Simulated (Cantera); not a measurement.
Input: 1 mol Pb, 0.11 mol O2, 43 mol H2, at 750 Torr.

Cantera equilibrium calculation (NASA polynomials, part measured and part estimated; ideal gas, pure solids and liquids). Candidate condensed phases: H2O, Pb, PbO, PbO2, Pb3O4; 12 gas species. Kinetics and transport are ignored. All values below are at 925 K.

Base state: H2 0.995, H2O 0.00512 (mole fractions); condensed: Pb(l).

Task: What changes in the equilibrium state with this change: Pb replaced by Hg?

Result: 
```json
[
 {"species": "H2", "before": "0.995", "after": "0.972"},
 {"species": "Hg", "before": "0", "after": "0.0227"},
 {"species": "H2O", "before": "0.00512", "after": "0.00500"},
 {"species": "Pb(l), mol", "before": "1.000", "after": "0"}
]
```
Further candidate phases: Hg, HgO.
